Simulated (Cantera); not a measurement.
Equilibrium for chlorosilane synthesis and conversion: SiCl₄ + Cl₂ + H₂

Charge: 1 mol SiCl₄, 2.3 mol Cl₂, 0.3 mol H₂, at 1425 K and 0.720 bar.

These are equilibrium values from Cantera (NASA tables, ideal gas, pure condensed phases), not measurements of a reactor. Candidate condensed phases: Si; 19 gas species. Equilibrium is a limit: real reactors are often held back by kinetics, nucleation or transport.

```yaml
x(Cl₂): 0.533
x(SiCl₄): 0.274
x(HCl): 0.164
x(Cl): 0.0295
x(SiCl₃): 4.41e-6
gas_amount: 3.654 mol
log10 activity of Si(s) (absent): -17.34
```
